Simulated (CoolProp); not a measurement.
Computed with CoolProp (reference Helmholtz-energy equation of state, Zhou 2012).

Question: For m-xylene, give the phase and the speed of sound (m/s), Joule-Thomson coefficient (K/MPa), Prandtl number at 290.95 °C and 101 kPa.

Answer: 
- 290.95 °C and 101 kPa: gas; speed of sound 211, Joule-Thomson coefficient 9.80, Prandtl number 0.704

Viscosity comes from a separate model (Cao 2016). Thermal conductivity comes from a separate model (Mylona 2014).
